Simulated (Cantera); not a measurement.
Charge: 1 mol MgCl₂, 0.038 mol HCl, 3.1 mol H₂, held at 1152 °C and 10.0 mbar.

Equilibrium computed with Cantera from the NASA thermochemical tables; the gas is ideal and each condensed phase is pure. Equilibrium is a limit: real reactors are often held back by kinetics, nucleation or transport.

```
species    before    after
-------  --------  -------
H₂          0.744    0.692
MgCl₂       0.238    0.223
HCl        0.0155   0.0850
Mg        0.00304  8.86e-5
MgCl     0.000278  4.60e-5
H         5.88e-5  5.67e-5
```
Gas species are given as mole fractions.

Which change was made?
A. temperature from 1152 °C to 1325 °C
B. temperature from 1152 °C to 1575 °C
C. HCl from 0.038 to 0.38 mol
D. temperature from 1152 °C to 1552 °C

C, HCl from 0.038 to 0.38 mol
